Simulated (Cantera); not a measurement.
## Adiabatic ignition

An adiabatic, constant-volume homogeneous reactor starts with H2 : O2 : N2 = 0.68 : 0.208 : 0.783 (molar parts), equivalence ratio 1.6, at 1350 K and 0.400 bar.

Model: the H2/O2 subset of GRI-Mech 3.0, which has no nitrogen chemistry, integrated in Cantera.

```csv
t (s),T (K),P (bar),x H2,x O2,x O,x H2O2,x HO2,x H2O,x OH
4.00e-6,1350,0.400,0.407,0.124,8.43e-9,4.36e-10,7.00e-8,4.19e-8,5.84e-9
1.26e-5,1350,0.400,0.407,0.124,1.26e-7,4.33e-9,2.46e-7,1.33e-6,8.59e-8
4.00e-5,1352,0.401,0.404,0.123,0.000149,3.13e-7,1.67e-5,0.00187,0.000104
0.000126,2320,0.653,0.151,0.00621,0.0104,1.39e-7,1.90e-6,0.216,0.0234
0.000400,2852,0.773,0.167,0.00244,0.00423,1.40e-7,1.66e-6,0.241,0.0219
0.00126,2876,0.779,0.167,0.00229,0.00396,1.46e-7,1.65e-6,0.242,0.0215
0.00400,2876,0.779,0.167,0.00229,0.00396,1.46e-7,1.65e-6,0.242,0.0215
0.0126,2876,0.779,0.167,0.00229,0.00396,1.46e-7,1.65e-6,0.242,0.0215
0.0400,2876,0.779,0.167,0.00229,0.00396,1.46e-7,1.65e-6,0.242,0.0215
0.126,2876,0.779,0.167,0.00229,0.00396,1.46e-7,1.65e-6,0.242,0.0215
0.400,2876,0.779,0.167,0.00229,0.00396,1.46e-7,1.65e-6,0.242,0.0215
1.26,2876,0.779,0.167,0.00229,0.00396,1.46e-7,1.65e-6,0.242,0.0215
4.00,2876,0.779,0.167,0.00229,0.00396,1.46e-7,1.65e-6,0.242,0.0215
```
x: mole fraction; the columns are a selection and need not sum to one.

```yaml
time_of_steepest_temperature_rise: 57.9 µs
temperature at 4.00 s: 2876 K
equilibrium_temperature: 2876 K
x(H2) at 4.00 s: 0.167 (gas-phase equilibrium 0.167)
x(O2) at 4.00 s: 0.00229 (gas-phase equilibrium 0.00229)
x(O) at 4.00 s: 0.00396 (gas-phase equilibrium 0.00396)
```
